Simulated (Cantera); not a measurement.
A counterflow diffusion flame at 0.420 bar, nozzles 20 mm apart: fuel side 100 % CH4 at 425 K, oxidiser side 27.0 % O2, 73.0 % N2 at 325 K, fuel mass flux 0.74 times the oxidiser's; mixture-averaged transport, no radiation.

Model: GRI-Mech 3.0 (53 species, 325 reactions), integrated in Cantera. GRI-Mech 3.0 has no aromatics or soot, which form on the fuel side of real flames. The maximum strain rate includes the flame's own expansion and is several times the mean.

x: mole fraction; the columns are a selection and need not sum to one.

```csv
oxidiser flux (kg/m²/s),max strain (1/s),mean strain (1/s),T max (K),peak x OH,peak x H,peak x NO,peak x CO,peak x C2H2
0.1,188,30.5,2185,0.0133,0.00859,0.000330,0.0832,0.0184
0.14,…,42.6,2169,0.0130,0.00882,…,0.0816,0.0178
0.18,310,54.8,2157,0.0127,0.00899,0.000278,0.0804,0.0173
0.23,382,70.1,2148,0.0125,0.00916,0.000255,0.0795,0.0168
0.3,477,91.4,2138,0.0123,0.00935,0.000231,0.0787,0.0163
0.38,578,116,2126,0.0120,0.00944,0.000206,0.0780,0.0157
0.5,…,152,2111,0.0116,0.00950,…,0.0773,0.0149
0.65,891,198,2095,0.0112,0.00950,0.000148,0.0768,0.0139
```

Task: What belongs in the gaps?

Result: 
- 0.14, max strain (1/s): 251
- 0.14, peak x NO: 0.000301
- 0.5, max strain (1/s): 721
- 0.5, peak x NO: 0.000177
